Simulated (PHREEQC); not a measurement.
Solution (68 °C): 0.19 mol/kgw HF and 0.00035 mol/kgw NH4F. It is in equilibrium with CO2 at log p = 0 (atm). Otherwise closed; pH follows from the charge balance.

Equilibrium calculation in PHREEQC: ion-association model, phreeqc.dat.

No solid was allowed to form.

**Question.** Predict the pH, ionic strength.

**Answer.** pH 2.03; ionic strength 0.0107 mol/kgw.

**Question.** In which forms is F present?

**Answer.** HF 92 %, HF2- 4.9 %, F- 3.2 % of the F.

Complexes and solids missing from the database can't appear. At this temperature some constants are extrapolated from 25 °C, and those without enthalpy data are left unchanged.
